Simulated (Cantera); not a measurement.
Charge: 1 mol Si2H6, 150 mol N2, held at 1548.15 K and 0.320 bar.

Cantera equilibrium calculation (NASA polynomials, part measured and part estimated; ideal gas, pure solids and liquids). Candidate condensed phases: Si, Si3N4; 18 gas species. The feed counts by its element totals alone. The numbers say what is thermodynamically allowed, not how fast it happens.

Question: What is the equilibrium state?

Answer: 
```json
{
  "x(N2)": "0.980",
  "x(H2)": "0.0198",
  "x(H)": "7.67e-6",
  "n(Si3N4(s))": "0.667 mol",
  "gas_amount": "151.7 mol",
  "log10 activity of Si(s) (absent)": "-2.28"
}
```
